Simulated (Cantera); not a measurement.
An isothermal, constant-pressure homogeneous reactor starts with H2 : O2 = 0.014 : 1 (molar parts), equivalence ratio 0.0070, at 1450 K and 0.00120 bar.

Cantera simulation using GRI-Mech 3.0 (53 species, 325 reactions); the numbers are that mechanism's predictions, not measurements. Radical loss at walls, strong at low pressure, is not modelled.

### Question
Predict: x(H2) at 20.0 s; x(O2) at 20.0 s; x(H) at 20.0 s; x(OH) at 20.0 s.

### Answer
```json
{
  "x(H2) at 20.0 s": "4.99e-5 (gas-phase equilibrium 3.83e-7)",
  "x(O2) at 20.0 s": "0.977 (gas-phase equilibrium 0.986)",
  "x(H) at 20.0 s": "0.000272 (gas-phase equilibrium 1.70e-7)",
  "x(OH) at 20.0 s": "0.00167 (gas-phase equilibrium 0.000147)"
}
```
